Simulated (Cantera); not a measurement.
An isothermal, constant-pressure homogeneous reactor starts with NO : N2 = 1 : 1.1 (molar parts), at 1600 K and 9.00 Torr. Integrator tolerance rtol = 1e-08.

Computed with Cantera and GRI-Mech 3.0 (53 species, 325 reactions). Radical loss at walls, strong at low pressure, is not modelled.

### Question
What does this change do: pressure from 9.00 Torr to 1.01 bar?

### Answer
```tsv
quantity	before	after
x(NO) at 300 s	0.424 (gas-phase equilibrium 0.00203)	0.0382 (gas-phase equilibrium 0.00203)
x(O2) at 300 s	0.0260 (gas-phase equilibrium 0.237)	0.219 (gas-phase equilibrium 0.237)
x(N2O) at 300 s	5.52e-5 (gas-phase equilibrium 1.30e-8)	6.28e-7 (gas-phase equilibrium 1.20e-7)
x(O) at 300 s	2.54e-5 (gas-phase equilibrium 6.49e-5)	6.79e-6 (gas-phase equilibrium 7.06e-6)
x(N2) at 300 s	0.550 (gas-phase equilibrium 0.761)	0.743 (gas-phase equilibrium 0.761)
```

### Question
What does this change do: pressure from 9.00 Torr to 90.0 Torr?

### Answer
| quantity | before | after |
|---|---|---|
| x(NO) at 300 s | 0.424 (gas-phase equilibrium 0.00203) | 0.214 (gas-phase equilibrium 0.00203) |
| x(O2) at 300 s | 0.0260 (gas-phase equilibrium 0.237) | 0.131 (gas-phase equilibrium 0.237) |
| x(N2O) at 300 s | 5.52e-5 (gas-phase equilibrium 1.30e-8) | 1.49e-5 (gas-phase equilibrium 4.12e-8) |
| x(O) at 300 s | 2.54e-5 (gas-phase equilibrium 6.49e-5) | 1.55e-5 (gas-phase equilibrium 2.05e-5) |
| x(N2) at 300 s | 0.550 (gas-phase equilibrium 0.761) | 0.655 (gas-phase equilibrium 0.761) |
